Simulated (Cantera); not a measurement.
A Cantera script and its output.

```python
import numpy as np
import cantera as ct

surf = ct.Interface("diamond.yaml", "diamond_100")
gas, bulk = surf.adjacent["gas"], surf.adjacent["diamond"]
k = surf.kinetics_species_index(bulk.species_names[0])
cover = ["c6HH", "c6H*", "c6*H", "c6**", "c6HM", "c6B"]

rows, drift = [], 0.0
print(f"{'xCH3':>10s}{'um/h':>11s}" + "".join(f"{s:>11s}" for s in cover))
for v in [1e-06, 2.6e-06, 6.9e-06, 1.8e-05, 4.8e-05, 0.00013, 0.00033, 0.00087, 0.0023]:
    T, P, xH, xCH3 = 1225, 7300, 0.016, v
    gas.TPX = T, P, {"H": xH, "CH3": xCH3, "CH4": 0.018, "H2": 1 - xH - xCH3 - 0.018}
    surf.TP = bulk.TP = T, P
    surf.coverages = "c6H*:0.1, c6HH:0.9"
    surf.advance_coverages(100.0)
    before = surf.coverages
    surf.advance_coverages(100.0)
    drift = max(drift, np.max(np.abs(surf.coverages - before) / (surf.coverages + 1e-9)))
    rate = surf.net_production_rates[k] * bulk.mean_molecular_weight / bulk.density * 3.6e9
    rows.append([rate, *surf[cover].coverages])
    print(f"{v:10.4g}{rate:11.4e}" + "".join(f"{x:11.3e}" for x in rows[-1][1:]))
```

Result:

```
      xCH3       um/h       c6HH       c6H*       c6*H       c6**       c6HM        c6B
     1e-06 4.8325e-02  4.223e-01  4.140e-02  5.019e-01  3.435e-02  7.916e-06  1.311e-10
   2.6e-06 1.2564e-01  4.223e-01  4.140e-02  5.019e-01  3.435e-02  2.058e-05  3.409e-10
   6.9e-06 3.3340e-01  4.223e-01  4.140e-02  5.019e-01  3.435e-02  5.461e-05  9.047e-10
   1.8e-05 8.6953e-01  4.222e-01  4.139e-02  5.018e-01  3.434e-02  1.424e-04  2.360e-09
   4.8e-05 2.3172e+00  4.221e-01  4.137e-02  5.016e-01  3.430e-02  3.796e-04  6.288e-09
   0.00013 6.2645e+00  4.216e-01  4.132e-02  5.010e-01  3.422e-02  1.026e-03  1.700e-08
   0.00033 1.5833e+01  4.206e-01  4.121e-02  4.995e-01  3.402e-02  2.595e-03  4.296e-08
   0.00087 4.1257e+01  4.178e-01  4.089e-02  4.957e-01  3.349e-02  6.766e-03  1.120e-07
    0.0023 1.0583e+02  4.108e-01  4.008e-02  4.859e-01  3.214e-02  1.739e-02  2.872e-07
```

Detailed kinetics in Cantera: the Harris–Goodwin 1993 mechanism for the reconstructed diamond (100) surface.
